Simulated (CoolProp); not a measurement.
The fluid at 451.39 K and 6.53 MPa flows at 9.5 m/s in a round tube of 2 mm bore and 1.5 µm roughness, fully developed (64/Re and Nu = 3.66 if laminar; Colebrook and Gnielinski if turbulent). The same conditions are run with several fluids, on thermodynamics alone (safety and materials aside).

Values from CoolProp's reference Helmholtz-energy equation of state of each fluid (sulfur hexafluoride: Guder 2009; dry air: Lemmon 2000; n-butane: Bücker 2006; R22: Kamei 1995; R152A: Outcalt 1996). Blends and air are pseudo-pure fits.

Rank sulfur hexafluoride, dry air, n-butane, R22, R152A by Reynolds number, highest first.

sulfur hexafluoride (208000), n-butane (175000), R22 (167000), R152A (162000), dry air (36100)

| fluid | Darcy friction factor | pressure drop (Pa/m) | heat-transfer coefficient (W/(m² K)) | mass flow (kg/h) |
|---|---|---|---|---|
| sulfur hexafluoride | 0.0199 | 135000 | 7190 | 32.2 |
| dry air | 0.0246 | 27300 | 1720 | 5.30 |
| n-butane | 0.0202 | 139000 | 22900 | 32.8 |
| R22 | 0.0203 | 91000 | 5500 | 21.4 |
| R152A | 0.0203 | 80100 | 8520 | 18.8 |

Transport values come from each fluid's own correlations; those of R22, R152A are estimates that may be off by 10 % or more.
